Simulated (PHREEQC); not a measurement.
Make-up at 25 °C: 0.04 mol/kgw NH3, 2.5e-05 mol/kgw H4SiO4 and 0.004 mol/kgw K3PO4. Closed to the air; pH follows from the charge balance.

The numbers come from PHREEQC with the ion-association model, phreeqc.dat.

Task: The ionic strength comes out as 0.0178 mol/kgw. What activity coefficients do KHPO4-, PO4-3, HPO4-2, H3SiO4-, K+ get?

Result: KHPO4- 0.88, PO4-3 0.30, HPO4-2 0.60, H3SiO4- 0.87, K+ 0.87.

This is a speciation only: nothing precipitates in the calculation.
